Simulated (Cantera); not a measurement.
Charge: 1 mol trisilylamine, 40 mol N₂, 5.5 mol H₂, held at 2100 K and 7.50 Torr.

Method: chemical equilibrium by Gibbs-energy minimisation in Cantera with the NASA 1993 tables (ideal gas, pure condensed phases). Candidate condensed phases: Si, Si₃N₄; 18 gas species. The feed counts by its element totals alone. The tables' values for SiN are old estimates; treat these amounts as uncertain. Gases not in the tables: Si₂H₆ and higher silanes. The numbers say what is thermodynamically allowed, not how fast it happens.

Base state: N₂ 0.785, H₂ 0.187, H 0.0135, Si 0.0133, SiH 0.000313, Si₂N 0.000294, SiN 0.000245, Si₂ 0.000174 (mole fractions); condensed: Si(l).

Q: What changes in the equilibrium state with this change: pressure from 7.50 Torr to 0.0420 Torr?

A: 
| species | before | after |
|---|---|---|
| N₂ | 0.785 | 0.706 |
| H | 0.0135 | 0.136 |
| H₂ | 0.187 | 0.106 |
| Si | 0.0133 | 0.0521 |
| Si₃ | 3.55e-5 | 6.64e-8 |
| Si₂N | 0.000294 | 1.78e-6 |
| Si(l), mol | 2.23 | 0 |

Q: What changes in the equilibrium state with this change: temperature from 2100 K to 823 K?

A: 
```json
[
 {"species": "N₂", "before": "0.785", "after": "0.794"},
 {"species": "H₂", "before": "0.187", "after": "0.206"},
 {"species": "H", "before": "0.0135", "after": "<1e-9"},
 {"species": "Si", "before": "0.0133", "after": "<1e-9"},
 {"species": "SiH", "before": "0.000313", "after": "<1e-9"},
 {"species": "Si₂N", "before": "0.000294", "after": "<1e-9"},
 {"species": "SiN", "before": "0.000245", "after": "<1e-9"},
 {"species": "Si₂", "before": "0.000174", "after": "<1e-9"},
 {"species": "Si₃", "before": "3.55e-5", "after": "<1e-9"},
 {"species": "Si(l), mol", "before": "2.23", "after": "0"},
 {"species": "Si₃N₄(s), mol", "before": "0", "after": "1.00"}
]
```

Q: What changes in the equilibrium state with this change: trisilylamine replaced by SiH₂Cl₂?

A: 
```
species      before    after
----------  -------  -------
N₂            0.785    0.827
H₂            0.187    0.117
HCl               0   0.0231
H            0.0135   0.0107
Si           0.0133   0.0106
SiCl₂             0  0.00769
Cl                0  0.00154
SiCl              0  0.00134
SiH₂        3.41e-5  1.70e-5
Si(l), mol     2.23        0
```
The tables' values for SiCl, SiN are old estimates; treat these amounts as uncertain. Further candidate phases: NH₄Cl.
